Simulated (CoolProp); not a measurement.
Properties of octamethyltrisiloxane (MDM) along the isobar 0.101 MPa.

Model: reference Helmholtz-energy equation of state, Thol 2017, in CoolProp.

```tsv
T (K)	phase	density (kg/m³)	cp (kJ/(kg K))	isothermal compressibility (1/MPa)	fugacity coefficient
424.3	liquid	676.8	2.108	0.006760	0.9038
438	gas	7.023	1.806	10.65	0.9384
451.7	gas	6.754	1.837	10.55	0.9452
465.4	gas	6.509	1.869	10.47	0.9510
479.1	gas	6.286	1.900	10.40	0.9561
492.8	gas	6.080	1.930	10.34	0.9606
506.5	gas	5.890	1.960	10.29	0.9645
520.2	gas	5.713	1.989	10.25	0.9679
533.9	gas	5.548	2.018	10.21	0.9709
547.6	gas	5.393	2.046	10.18	0.9736
561.3	gas	5.248	2.073	10.16	0.9760
575	gas	5.111	2.100	10.13	0.9781
```
